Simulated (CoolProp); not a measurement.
Saturation properties of R1123 (Tc = 58.6 °C, pc = 4.549 MPa, ω = 0.243).

Computed with CoolProp (reference Helmholtz-energy equation of state, Akasaka 2020).

```tsv
T (°C)	p (MPa)	vapour density (kg/m³)	liquid cp (kJ/(kg K))
-62.55	0.09465	?	1.279
-56.65	0.1277	6.078	1.289
-50.75	?	7.912	1.301
-44.85	0.2201	?	1.314
-38.95	0.2823	12.85	1.329
-33.05	?	16.08	1.345
-27.15	0.4460	?	?
-21.35	0.5488	24.38	1.384
-15.45	0.6706	29.70	1.407
-9.55	0.8115	35.93	1.435
-3.65	?	43.23	1.466
```

What belongs in the gaps?


- -62.55, vapour density (kg/m³): 4.593
- -50.75, p (MPa): 0.1690
- -44.85, vapour density (kg/m³): 10.15
- -33.05, p (MPa): 0.3571
- -27.15, vapour density (kg/m³): 19.93
- -27.15, liquid cp (kJ/(kg K)): 1.364
- -3.65, p (MPa): 0.9734

It boils at -61.2 °C under 1 atm.
